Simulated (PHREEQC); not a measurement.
**Metal-bearing waste water: an equilibrium model**

Dissolve 0.021 mol MnSO4, 0.033 mol CuCl2 and 0.0013 mol NaCl per kg of water at 25 °C. Closed to the air; pH follows from the charge balance.

Equilibrium calculation in PHREEQC: ion-association model, wateq4f.dat.

```
Item                   Result
--------------  -------------
pH                       4.61
ionic strength  0.137 mol/kgw
```

| species | molality | activity | log γ |
|---|---|---|---|
| Cl- | 0.0642 | 0.0475 | -0.131 |
| Cu+2 | 0.0249 | 0.00909 | -0.437 |
| Mn+2 | 0.0159 | 0.00581 | -0.437 |
| SO4-2 | 0.0108 | 0.00362 | -0.476 |
| CuSO4 | 0.00651 | 0.00672 | 0.014 |
| MnSO4 | 0.00362 | 0.00374 | 0.014 |
| CuCl+ | 0.00156 | 0.00116 | -0.127 |
| MnCl+ | 0.00147 | 0.00112 | -0.118 |
| Na+ | 0.00128 | 0.000976 | -0.117 |
| H+ | 2.99e-5 | 2.43e-5 | -0.090 |
| CuCl2 | 2.87e-5 | 2.96e-5 | 0.014 |
| NaSO4- | 2.30e-5 | 1.77e-5 | -0.114 |
| MnCl2 | 2.26e-5 | 2.33e-5 | 0.014 |
| Cu2(OH)2+2 | 1.78e-5 | 6.08e-6 | -0.468 |
| HSO4- | 1.13e-5 | 8.57e-6 | -0.122 |
| CuOH+ | 4.99e-6 | 3.73e-6 | -0.127 |

Precipitation was switched off in this run. Saturation is exceeded, for instance for Atacamite, Antlerite; the values hold only as long as no solid forms. Species that the database lacks are ignored.
